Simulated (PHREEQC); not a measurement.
Consider water at 25 °C with 0.0002 mol/kgw CaSO4, 0.01 mol/kgw CO2 and 0.00064 mol/kgw NaCl. Closed to the air; pH follows from the charge balance.

The numbers come from PHREEQC with the ion-association model, phreeqc.dat.

```tsv
quantity	before	after
pH	4.18	4.17
SO4-2 (mol/kgw)	0.000194	0.000190
CaSO4 (mol/kgw)	4.78e-6	6.05e-6
HSO4- (mol/kgw)	1.10e-6	3.40e-6
SI of Gypsum (CaSO4:2H2O)	-2.99	-2.90
```

Question: Which change was made?
A) temperature from 25 to 40 °C
B) temperature from 25 to 70 °C
C) NaCl replaced by KCl at the same molality
D) NaCl replaced by Na2SO4 at the same molality
E) CO2 left out

Answer: B, temperature from 25 to 70 °C

No solid was allowed to form. At this temperature some constants are extrapolated from 25 °C, and those without enthalpy data are left unchanged.
